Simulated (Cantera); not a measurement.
Feed: 1 mol C3H6, 3.2 mol H2, 5.6 mol N2, 0.012 mol NH3, at 1.50 bar.

Equilibrium computed with Cantera from the NASA thermochemical tables; the gas is ideal and each condensed phase is pure. Candidate condensed phases: C, C6H6, C7H8, C8H18; 92 gas species. The numbers say what is thermodynamically allowed, not how fast it happens.

Task: At 1777 °C, list the 4 most abundant gas species with their mole fractions, and the condensed phases.

Result: H2 0.519, N2 0.469, HCN 0.00882, H 0.00133. Condensed: C(graphite).
